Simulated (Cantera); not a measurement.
Charge: 1 mol CS2, 1.5 mol O2, 0.047 mol SO2, at 698 K and 0.600 Torr.

These are equilibrium values from Cantera (NASA tables, ideal gas, pure condensed phases), not measurements of a reactor. Candidate condensed phases: C, S; 22 gas species. Gases not in the tables: S3 to S7. Kinetics and transport are ignored.

Base state: CO2 0.435, S2 0.325, SO2 0.237, S2O 0.00252, COS 0.000325, CO 4.12e-5 (mole fractions); condensed: gas only.

Question: What changes in the equilibrium state with this change: temperature from 698 K to 925 K?

Answer: 
```json
[
 {"species": "CO2", "before": "0.435", "after": "0.432"},
 {"species": "S2", "before": "0.325", "after": "0.324"},
 {"species": "SO2", "before": "0.237", "after": "0.239"},
 {"species": "CO", "before": "4.12e-5", "after": "0.00307"},
 {"species": "SO", "before": "2.56e-7", "after": "4.41e-5"},
 {"species": "COS", "before": "0.000325", "after": "0.000512"},
 {"species": "S2O", "before": "0.00252", "after": "0.00213"}
]
```
